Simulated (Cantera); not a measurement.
Charge: 1 mol Fe, 0.043 mol CO2, 0.65 mol CO, at 248 Torr.

These are equilibrium values from Cantera (NASA tables, ideal gas, pure condensed phases), not measurements of a reactor. Candidate condensed phases: C, Fe, Fe(CO)5, FeO, Fe2O3, Fe3O4; 15 gas species. Equilibrium is a limit: real reactors are often held back by kinetics, nucleation or transport.

### Question
At 1873 K, list the 3 most abundant gas species with their mole fractions, and the condensed phases.

### Answer
CO 0.938, CO2 0.0620, Fe 0.000240. Condensed: Fe(l).
